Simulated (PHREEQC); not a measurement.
## Brine: an equilibrium model

Consider water at 25 °C with 0.055 mol/kgw K2CO3 and 0.0001 mol/kgw MgCl2. Closed to the air; pH follows from the charge balance.

Equilibrium calculation in PHREEQC: ion-association model, phreeqc.dat.

This is a speciation only: nothing precipitates in the calculation.

**Question.** Estimate the pH.

**Answer.** pH 11.27.

**Question.** In which forms is Mg present?

**Answer.** MgCO3 81 %, Mg+2 14 %, MgOH+ 4.4 % of the Mg.
